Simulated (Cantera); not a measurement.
## Diamond growth

A diamond (100) surface in a fixed gas of H2 with x(CH4) = 0.003, x(H) = 0.0072, at 1250 K, 7500 Pa; coverages are run to steady state.

Model: the Harris–Goodwin 1993 mechanism for the reconstructed diamond (100) surface, integrated in Cantera.

| x(CH3) | growth (µm/h) | θ c6HH | θ c6H* | θ c6*H | θ c6** | θ c6HM |
|---|---|---|---|---|---|---|
| 1e-06 | 0.0290 | 0.410 | 0.0438 | 0.509 | 0.0368 | 7.59e-6 |
| 2.7e-06 | 0.0782 | 0.410 | 0.0438 | 0.509 | 0.0368 | 2.05e-5 |
| 7e-06 | 0.203 | 0.410 | 0.0438 | 0.509 | 0.0368 | 5.31e-5 |
| 1.9e-05 | 0.550 | 0.410 | 0.0438 | 0.509 | 0.0367 | 0.000144 |
| 4.9e-05 | 1.42 | 0.410 | 0.0438 | 0.509 | 0.0367 | 0.000371 |
| 0.00013 | 3.75 | 0.409 | 0.0437 | 0.508 | 0.0366 | 0.000983 |
| 0.00035 | 10.0 | 0.408 | 0.0436 | 0.507 | 0.0362 | 0.00263 |
| 0.00092 | 25.9 | 0.406 | 0.0432 | 0.503 | 0.0352 | 0.00681 |
| 0.0024 | 64.4 | 0.399 | 0.0424 | 0.492 | 0.0330 | 0.0171 |
θ: site fractions in the mechanism's names (c6HH fully hydrogenated, c6H* and c6*H radical sites, c6** diradical, c6HM methylated).
